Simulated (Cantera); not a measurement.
Ignition delay

Mixture: CO : H2 : CH4 : O2 : N2 = 1 : 1.4 : 0.043 : 2.01 : 7.56 (molar parts), at 300 Torr, adiabatic and at constant volume. Ignition delay is the time to a rise of 400 K.

Computed with Cantera and GRI-Mech 3.0 (53 species, 325 reactions). Below about 1000 K GRI-Mech 3.0 lacks low-temperature oxidation paths. Below about 950 K walls govern HO2 and H2O2 in real vessels. Where the delays flatten at high temperature, the 400 K rule measures the pace of heat release, not the induction time.

```json
[
 {"T0 (K)": "850", "delay (ms)": "102"},
 {"T0 (K)": "950", "delay (ms)": "0.941"},
 {"T0 (K)": "1050", "delay (ms)": "0.342"},
 {"T0 (K)": "1150", "delay (ms)": "0.188"},
 {"T0 (K)": "1250", "delay (ms)": "0.126"},
 {"T0 (K)": "1350", "delay (ms)": "0.0978"},
 {"T0 (K)": "1450", "delay (ms)": "0.0859"}
]
```
